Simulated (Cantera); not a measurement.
Feed: 1 mol B, 0.066 mol H₂O, 0.11 mol N₂, equilibrated at 1202 °C and 9.50 mbar.

Cantera equilibrium calculation (NASA polynomials, part measured and part estimated; ideal gas, pure solids and liquids). Candidate condensed phases: B, BN, B₂O₃, B₃O₃H₃, H₂O; 39 gas species. N₂ is the only nitrogen source here; it is nearly inert below about 1500 K, so the nitride shown seldom forms there in practice. Mutual solubility and eutectic melting of coexisting phases are not modelled. The numbers say what is thermodynamically allowed, not how fast it happens.

Base state: H₂ 0.964, HBO 0.0273, B₂O₂ 0.00619, B₂O₃ 0.00136, HBO₂ 0.000648, B₃O₃H₃ 0.000638, H 0.000131, BO 0.000100 (mole fractions); condensed: B(s) + BN(s) + B₂O₃(l).

**Question.** What changes in the equilibrium state with this change: pressure from 9.50 mbar to 19.0 Pa?

**Answer.** 
| species | before | after |
|---|---|---|
| H₂ | 0.964 | 0.613 |
| B₂O₂ | 0.00619 | 0.213 |
| HBO | 0.0273 | 0.128 |
| B₂O₃ | 0.00136 | 0.0386 |
| N₂ | 2.91e-7 | 1.46e-5 |
| BO | 0.000100 | 0.00416 |
| B₃O₃H₃ | 0.000638 | 2.61e-5 |
| B(s), mol | 0.735 | 0.718 |
| BN(s), mol | 0.220 | 0.220 |
| B₂O₃(l), mol | 0.0209 | 0 |
